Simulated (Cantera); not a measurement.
Feed: 1 mol trisilylamine, 4.9 mol N2, 5.9 mol H2, at 1000 Pa.

These are equilibrium values from Cantera (NASA tables, ideal gas, pure condensed phases), not measurements of a reactor. Candidate condensed phases: Si, Si3N4; 18 gas species. The feed counts by its element totals alone. Equilibrium is a limit: real reactors are often held back by kinetics, nucleation or transport.

Question: At 1250 °C, list the 3 most abundant gas species with their mole fractions, and the condensed phases.

Answer: H2 0.753, N2 0.246, H 0.000201. Condensed: Si3N4(s).
